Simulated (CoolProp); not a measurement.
Properties of R124 along the isotherm 470 K (Tc = 395.4 K, pc = 3.624 MPa, ω = 0.288).

Computed with CoolProp (reference Helmholtz-energy equation of state, de Vries 1995).

```json
[
 {"p (MPa)": "0.453", "phase": "gas", "cv (kJ/(kg K))": "0.8928", "conductivity (mW/(m K))": "29.0", "fugacity coefficient": "0.9765"},
 {"p (MPa)": "0.906", "phase": "gas", "cv (kJ/(kg K))": "0.8974", "conductivity (mW/(m K))": "29.4", "fugacity coefficient": "0.9534"},
 {"p (MPa)": "1.36", "phase": "gas", "cv (kJ/(kg K))": "0.9021", "conductivity (mW/(m K))": "29.7", "fugacity coefficient": "0.9307"},
 {"p (MPa)": "1.81", "phase": "gas", "cv (kJ/(kg K))": "0.9070", "conductivity (mW/(m K))": "30.2", "fugacity coefficient": "0.9085"},
 {"p (MPa)": "2.27", "phase": "gas", "cv (kJ/(kg K))": "0.9122", "conductivity (mW/(m K))": "30.6", "fugacity coefficient": "…"},
 {"p (MPa)": "2.72", "phase": "gas", "cv (kJ/(kg K))": "0.9175", "conductivity (mW/(m K))": "31.1", "fugacity coefficient": "0.8647"},
 {"p (MPa)": "3.17", "phase": "gas", "cv (kJ/(kg K))": "0.9229", "conductivity (mW/(m K))": "31.6", "fugacity coefficient": "0.8436"},
 {"p (MPa)": "3.62", "phase": "gas", "cv (kJ/(kg K))": "0.9284", "conductivity (mW/(m K))": "…", "fugacity coefficient": "0.8229"},
 {"p (MPa)": "4.08", "phase": "supercritical", "cv (kJ/(kg K))": "0.9341", "conductivity (mW/(m K))": "32.9", "fugacity coefficient": "0.8020"},
 {"p (MPa)": "4.53", "phase": "supercritical", "cv (kJ/(kg K))": "0.9396", "conductivity (mW/(m K))": "33.7", "fugacity coefficient": "…"},
 {"p (MPa)": "4.98", "phase": "supercritical", "cv (kJ/(kg K))": "0.9449", "conductivity (mW/(m K))": "34.6", "fugacity coefficient": "0.7625"},
 {"p (MPa)": "5.44", "phase": "supercritical", "cv (kJ/(kg K))": "0.9501", "conductivity (mW/(m K))": "35.5", "fugacity coefficient": "0.7429"}
]
```

Q: Complete the blanks.

A: 
- 2.27, fugacity coefficient: 0.8861
- 3.62, conductivity (mW/(m K)): 32.2
- 4.53, fugacity coefficient: 0.7820

Thermal conductivity comes from a separate model (Huber 2003), an estimate that may be off by 10 % or more.
